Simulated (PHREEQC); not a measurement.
A column of 0.1 m (40 cells, dispersivity 0.0035 m, 300 s a shift, diffusion coefficient 3e-10 m²/s) holds 0.055 eq of the database's cation exchanger X per kg of pore water, first in equilibrium with 11 mmol/kgw ZnSO4, 0.83 mmol/kgw MgCl2 and 0.01 mmol/kgw HCl. It is flushed with 0.0015 mol LiCl, 0.031 mol ZnSO4 and 1e-05 mol HCl per kg of water, at 15 °C. Values are for the last cell. No CO2 enters from the air. Nothing may precipitate in this run.

The series has 33 steps of pore volumes, from 0 to 4.013.

Equilibrium calculation in PHREEQC: ion-association model, phreeqc.dat.

**Question.** After how many pore volumes does Li at the outlet first reach half of its feed value?

**Answer.** By 1.1 pore volumes.

Species that the database lacks are ignored.
